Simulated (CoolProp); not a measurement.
Aqueous ethanol as a coolant, 45 % by mass, freezing at -33.8 °C, 1 atm.

Computed with CoolProp (Melinder's fits for secondary coolants).

```
T (°C)  viscosity (mPa s)  density (kg/m³)  conductivity (W/(m K))  cp (kJ/(kg K))
------  -----------------  ---------------  ----------------------  --------------
-16.9                18.3            952.2                   0.326           3.572
-11.1                12.7            948.0                   0.328           3.642
-5.3                 9.12            943.8                   0.330           3.706
0.5                  6.74            939.5                   0.332           3.766
6.3                  5.10            935.1                   0.334           3.820
12.1                 3.96            930.8                   0.336           3.870
18                   3.12            926.2                   0.338           3.915
23.8                 2.51            921.8                   0.340           3.954
29.6                 2.05            917.2                   0.342           3.987
35.4                 1.70            912.7                   0.343           4.016
```
